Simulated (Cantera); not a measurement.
A perfectly stirred reactor is fed with 13.0 % H₂, 7.91 % O₂, 79.1 % N₂, equivalence ratio 0.82, at 310000 Pa; it is adiabatic with a 300 K inlet, and is followed from long to short residence time, starting on the burning branch (τ in s: 0.35, 0.11, 0.031, 0.0094, 0.0028, 0.00085, 0.00025, 7.6e-05, 2.3e-05, 6.8e-06).

Computed with Cantera and the H2/O2 subset of GRI-Mech 3.0, which has no nitrogen chemistry. The hydrogen kinetics of GRI-Mech 3.0 are dated; newer H2 mechanisms differ, most at raised pressure.

x: mole fraction; the columns are a selection and need not sum to one.

```json
[
 {"τ (s)": "0.35", "T (K)": "1327", "x H₂": "0.000124", "x O₂": "0.0153", "x HO₂": "___", "x O": "3.19e-6", "x H₂O₂": "1.73e-7"},
 {"τ (s)": "0.11", "T (K)": "1326", "x H₂": "0.000271", "x O₂": "0.0154", "x HO₂": "___", "x O": "7.47e-6", "x H₂O₂": "3.30e-7"},
 {"τ (s)": "0.031", "T (K)": "1323", "x H₂": "0.000613", "x O₂": "0.0155", "x HO₂": "___", "x O": "1.95e-5", "x H₂O₂": "6.63e-7"},
 {"τ (s)": "0.0094", "T (K)": "1318", "x H₂": "0.00129", "x O₂": "0.0158", "x HO₂": "___", "x O": "4.70e-5", "x H₂O₂": "1.21e-6"},
 {"τ (s)": "0.0028", "T (K)": "1306", "x H₂": "0.00273", "x O₂": "0.0165", "x HO₂": "___", "x O": "0.000107", "x H₂O₂": "2.08e-6"},
 {"τ (s)": "0.00085", "T (K)": "1278", "x H₂": "0.00605", "x O₂": "0.0181", "x HO₂": "___", "x O": "0.000212", "x H₂O₂": "3.33e-6"},
 {"τ (s)": "0.00025", "T (K)": "300", "x H₂": "0.130", "x O₂": "0.0791", "x HO₂": "<1e-12", "x O": "<1e-12", "x H₂O₂": "<1e-12"},
 {"τ (s)": "7.6e-5", "T (K)": "300", "x H₂": "0.130", "x O₂": "0.0791", "x HO₂": "<1e-12", "x O": "<1e-12", "x H₂O₂": "<1e-12"},
 {"τ (s)": "2.3e-5", "T (K)": "300", "x H₂": "0.130", "x O₂": "0.0791", "x HO₂": "<1e-12", "x O": "<1e-12", "x H₂O₂": "<1e-12"},
 {"τ (s)": "6.8e-6", "T (K)": "300", "x H₂": "0.130", "x O₂": "0.0791", "x HO₂": "<1e-12", "x O": "<1e-12", "x H₂O₂": "<1e-12"}
]
```

Task: Fill in the missing entries.

Result: 
- 0.35, x HO₂: 3.72e-6
- 0.11, x HO₂: 7.27e-6
- 0.031, x HO₂: 1.33e-5
- 0.0094, x HO₂: 2.08e-5
- 0.0028, x HO₂: 2.95e-5
- 0.00085, x HO₂: 4.03e-5
